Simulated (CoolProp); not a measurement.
Vapour-liquid equilibrium of ethanol (1) + hexamethyldisiloxane (MM) (2) at 419 kPa; x and y are mole fractions of (1).

Values from CoolProp's multi-fluid Helmholtz-energy mixture model, Schroeder 2014 and Thol 2016; pair parameters Bell 2016.

| x | bubble temperature, mixture model (K) | bubble temperature, Raoult's law (K) | y, mixture model | y, Raoult's law |
|---|---|---|---|---|
| 0.05 | 420.5 | 427.3 | [?] | 0.130 |
| 0.2 | [?] | 417.7 | 0.506 | 0.407 |
| 0.35 | 397.9 | 410.6 | [?] | 0.590 |
| 0.5 | [?] | 405.1 | [?] | 0.723 |
| 0.65 | [?] | 400.6 | [?] | 0.826 |
| 0.8 | 392.3 | 396.8 | 0.821 | 0.910 |
| 0.95 | 392.3 | 393.5 | 0.945 | 0.979 |

Q: What belongs in the gaps?

A: 
- 0.05, y, mixture model: 0.217
- 0.2, bubble temperature, mixture model (K): 404.1
- 0.35, y, mixture model: 0.616
- 0.5, bubble temperature, mixture model (K): 395.0
- 0.5, y, mixture model: 0.682
- 0.65, bubble temperature, mixture model (K): 393.3
- 0.65, y, mixture model: 0.742

The largest gap from Raoult's law is -13.6 K in bubble temperature, at x = 0.2. y crosses x between x = 0.8 and 0.95: the model has an azeotrope there.

The pair parameters rest on a limited set of measurements; away from them the model extrapolates.
